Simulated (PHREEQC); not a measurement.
Solution (25 °C): 2.7 mmol/kgw Li2SO4. Closed to the air; pH follows from the charge balance.

Computed with PHREEQC (Pitzer model, pitzer.dat).

```
Quantity                        Value
--------------------  ---------------
ionic strength        0.00810 mol/kgw
specific conductance        577 µS/cm
osmotic coefficient             0.941
```

```json
[
 {"species": "Li+", "molality": "0.00540", "activity": "0.00490", "log γ": "-0.042"},
 {"species": "SO4-2", "molality": "0.00270", "activity": "0.00186", "log γ": "-0.161"},
 {"species": "OH-", "molality": "1.21e-7", "activity": "1.09e-7", "log γ": "-0.043"},
 {"species": "H+", "molality": "1.03e-7", "activity": "9.25e-8", "log γ": "-0.045"},
 {"species": "HSO4-", "molality": "1.81e-8", "activity": "1.64e-8", "log γ": "-0.043"}
]
```

Precipitation was switched off in this run. Species that the database lacks are ignored.
